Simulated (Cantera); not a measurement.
Charge: 1 mol CH4, 7.6 mol H2, equilibrated at 450 °C and 750 Torr.

Method: chemical equilibrium by Gibbs-energy minimisation in Cantera with the NASA 1993 tables (ideal gas, pure condensed phases). Candidate condensed phases: C, C6H6, C7H8, C8H18; 76 gas species. Kinetics and transport are ignored.

Base state: H2 0.884, CH4 0.116 (mole fractions); condensed: gas only.

**Question.** What changes in the equilibrium state with this change: CH4 replaced by C2H5OH?

**Answer.** 
| species | before | after |
|---|---|---|
| H2 | 0.884 | 0.652 |
| CH4 | 0.116 | 0.232 |
| H2O | 0 | 0.116 |
| CO2 | 0 | 0.000122 |
| CO | 0 | 8.98e-5 |
Further candidate phases: H2O.
